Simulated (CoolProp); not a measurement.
Vapour-liquid equilibrium of R143a (1) + isobutane (2) at 0.496 MPa; x and y are mole fractions of (1).

Values from CoolProp's multi-fluid Helmholtz-energy mixture model, Lemmon and Jacobsen 2000 and Bücker 2006; pair parameters Bell 2016.

Question: Give the bubble temperature and the first vapour's composition at x = 0.5, 0.575, 0.725. Is there an azeotrope?

Answer: x = 0.5: -1.6 °C, y = 0.770; x = 0.575: -2.8 °C, y = 0.793; x = 0.725: -4.7 °C, y = 0.842. No azeotrope shows between x = 0.05 and 0.95.

Pair parameters are fitted to limited data, so mixtures are less certain than the pure fluids. With so large a gap from Raoult's law the liquid may split in two, which this calculation doesn't test in full.
